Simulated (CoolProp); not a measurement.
Values from CoolProp's reference Helmholtz-energy equation of state, Thol 2019.

Question: For n-pentane, give the phase and the Z, cv (kJ/(kg K)), speed of sound (m/s), conductivity (mW/(m K)) at 380 K and 1.38 bar; 380 K and 24.6 bar; 380 K and 50.5 bar.

Answer: 
- 380 K and 1.38 bar: gas; Z 0.971, cv 1.92, speed of sound 210, conductivity 23.5
- 380 K and 24.6 bar: liquid; Z 0.105, cv 2.05, speed of sound 645, conductivity 87.6
- 380 K and 50.5 bar: liquid; Z 0.213, cv 2.05, speed of sound 689, conductivity 90.0

Thermal conductivity comes from a separate model (Vassiliou 2015).
